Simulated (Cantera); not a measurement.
A closed system holds: 1 mol CCl₄, a varied amount of Si, 0.069 mol CH₄, equilibrated at 802 °C and 1.33 mbar.

These are equilibrium values from Cantera (NASA tables, ideal gas, pure condensed phases), not measurements of a reactor. Candidate condensed phases: C, C₆H₆, C₇H₈, C₈H₁₈, Si, SiC; 109 gas species. Rates play no part.

Q: Which condensed phases are stable at each of these points (n(Si) (mol)): 0.23, 0.28, 0.33, 0.4, 0.47, 0.56, 0.67, 0.8, 0.96, 1.1?

A: 
```json
[
 {"n(Si) (mol)": "0.23", "condensed phases": "C(graphite)", "Si condensed (%)": "0.0"},
 {"n(Si) (mol)": "0.28", "condensed phases": "C(graphite)", "Si condensed (%)": "0.0"},
 {"n(Si) (mol)": "0.33", "condensed phases": "C(graphite)", "Si condensed (%)": "0.0"},
 {"n(Si) (mol)": "0.4", "condensed phases": "C(graphite)", "Si condensed (%)": "0.0"},
 {"n(Si) (mol)": "0.47", "condensed phases": "C(graphite)", "Si condensed (%)": "0.0"},
 {"n(Si) (mol)": "0.56", "condensed phases": "C(graphite)", "Si condensed (%)": "0.0"},
 {"n(Si) (mol)": "0.67", "condensed phases": "C(graphite)", "Si condensed (%)": "0.0"},
 {"n(Si) (mol)": "0.8", "condensed phases": "C(graphite)", "Si condensed (%)": "0.0"},
 {"n(Si) (mol)": "0.96", "condensed phases": "C(graphite) + SiC(s)", "Si condensed (%)": "1.0"},
 {"n(Si) (mol)": "1.1", "condensed phases": "C(graphite) + SiC(s)", "Si condensed (%)": "13.6"}
]
```

From 0.23 mol Si to 0.8 mol Si the condensed part is C(graphite). From 0.96 mol Si to 1.1 mol Si the condensed part is C(graphite) + SiC(s).
